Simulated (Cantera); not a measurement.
An isothermal, constant-pressure homogeneous reactor starts with 1.06 % C2H6, 98.9 % H2, at 1800 K and 11.0 Pa.

Cantera simulation using GRI-Mech 3.0 (53 species, 325 reactions); the numbers are that mechanism's predictions, not measurements. GRI-Mech 3.0 stops at C3 and has no aromatics, soot or wall deposition, so with more carbon than oxygen in the feed, carbon stays in small species such as C2H2 where larger ones or solid carbon would form. Radical loss at walls, strong at low pressure, is not modelled.

x: mole fraction; the columns are a selection and need not sum to one.

```tsv
t (s)	x C2H6	x H2	x CH3	x H	x CH4	x C2H4	x CH2
3.00e-5	0.0106	0.989	3.90e-5	1.44e-7	1.27e-7	1.31e-10	<1e-12
0.000115	0.0106	0.989	0.000147	1.89e-6	1.84e-6	___	3.00e-11
0.000438	0.0104	0.989	0.000538	2.57e-5	2.61e-5	___	1.69e-9
0.00168	0.00956	0.988	0.00173	0.000318	0.000340	___	9.82e-8
0.00641	0.00646	0.983	0.00373	0.00269	0.00329	___	3.62e-6
0.0245	0.000403	0.973	0.00325	0.00846	0.0133	___	1.83e-5
0.0936	9.57e-7	0.972	0.00253	0.00859	0.0143	___	1.56e-5
0.358	7.97e-7	0.974	0.00218	0.00788	0.0134	___	1.30e-5
1.37	4.99e-7	0.976	0.00154	0.00660	0.0113	___	8.54e-6
5.23	2.06e-7	0.980	0.000862	0.00527	0.00798	___	4.32e-6
20.0	5.32e-8	0.982	0.000420	0.00489	0.00420	___	2.14e-6
```

Q: Some entries are withheld; supply them.

A: 
- 0.000115, x C2H4: 2.18e-9
- 0.000438, x C2H4: 6.84e-8
- 0.00168, x C2H4: 6.02e-6
- 0.00641, x C2H4: 0.000356
- 0.0245, x C2H4: 0.00141
- 0.0936, x C2H4: 0.000373
- 0.358, x C2H4: 8.94e-5
- 1.37, x C2H4: 5.32e-5
- 5.23, x C2H4: 2.13e-5
- 20.0, x C2H4: 5.70e-6
